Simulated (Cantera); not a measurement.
A freely propagating, adiabatic, planar premixed flame of CH3OH : O2 : N2 : CO2 = 1 : 1.65 : 6.1 : 0.78 (molar parts), equivalence ratio 0.91, unburnt at 650 K and 420000 Pa; mixture-averaged transport, grid criteria slope 0.08 and curve 0.16, no radiation.

Detailed kinetics in Cantera: GRI-Mech 3.0 (53 species, 325 reactions). GRI-Mech 3.0 was tuned for natural gas; its chemistry of methanol as a main component is partial and can be far from experiment. Burning velocities carry a grid error of a few per cent, more on coarse grids.

x: mole fraction of selected species; z is measured from the peak of heat release.

```csv
z (mm),T (K),u (m/s),x CH3OH,x O2,x OH,x H2O2,x C2H4,x CO
-0.347,650,0.677,0.105,0.173,<1e-8,7.83e-7,<1e-8,2.04e-5
-0.231,654,0.682,0.104,0.172,<1e-8,7.03e-6,<1e-8,0.000183
-0.173,666,0.697,0.103,0.170,<1e-8,2.84e-5,<1e-8,0.000737
-0.116,[?],0.767,0.0989,0.163,<1e-8,0.000137,<1e-8,0.00360
-0.0578,[?],1.08,0.0746,0.135,5.80e-8,0.000615,4.82e-8,0.0173
-0.0289,[?],1.45,0.0417,0.104,1.64e-5,0.000884,1.09e-7,0.0342
0,[?],1.90,0.00452,0.0663,0.000997,7.88e-5,1.70e-7,0.0537
0.0289,1846,2.08,1.11e-5,0.0447,0.00483,1.37e-6,1.29e-8,0.0455
0.0578,1932,2.17,1.87e-8,0.0357,0.00640,1.06e-6,<1e-8,0.0349
0.116,2033,2.26,<1e-8,0.0289,0.00652,7.26e-7,<1e-8,0.0244
0.231,2124,2.35,<1e-8,0.0239,0.00555,4.65e-7,<1e-8,0.0166
0.462,2188,2.41,<1e-8,0.0204,0.00438,3.09e-7,<1e-8,0.0108
0.925,2225,2.45,<1e-8,0.0183,0.00354,2.33e-7,<1e-8,0.00705
```

**Question.** Fill in the missing entries.

**Answer.** 
- -0.116, T (K): 727
- -0.0578, T (K): 1002
- -0.0289, T (K): 1312
- 0, T (K): 1682
